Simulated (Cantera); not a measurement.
A perfectly stirred reactor is fed with CH4 : C2H6 : C3H8 : O2 : N2 = 1 : 0.094 : 0.36 : 3.44 : 34.4 (molar parts), at 1.00 bar; it is adiabatic with a 525 K inlet, and is followed from long to short residence time, starting on the burning branch (τ in s: 0.055, 0.022, 0.0085, 0.0033, 0.0013, 0.00052, 0.0002, 7.9e-05, 3.1e-05, 1.2e-05).

Cantera simulation using GRI-Mech 3.0 (53 species, 325 reactions); the numbers are that mechanism's predictions, not measurements. GRI-Mech 3.0 was tuned for natural gas; its chemistry of propane as a main component is partial and can be far from experiment.

### Question
Predict: blow-out, bracketed by the residence times tried; x(CH4) at τ = 55.0 ms; x(C2H6) at τ = 55.0 ms; x(C3H8) at τ = 55.0 ms; x(N2O) at τ = 55.0 ms; x(CO2) at τ = 55.0 ms; x(CH4) at τ = 0.520 ms; x(C2H6) at τ = 0.520 ms; x(C3H8) at τ = 0.520 ms.

### Answer
| Quantity | Result |
|---|---|
| blow-out, bracketed by the residence times tried | burning at 22.0 ms, out at 8.50 ms |
| x(CH4) at τ = 55.0 ms | 0.00108 |
| x(C2H6) at τ = 55.0 ms | 3.20e-5 |
| x(C3H8) at τ = 55.0 ms | 1.38e-5 |
| x(N2O) at τ = 55.0 ms | 1.29e-8 |
| x(CO2) at τ = 55.0 ms | 0.0326 |
| x(CH4) at τ = 0.520 ms | 0.0254 |
| x(C2H6) at τ = 0.520 ms | 0.00239 |
| x(C3H8) at τ = 0.520 ms | 0.00916 |
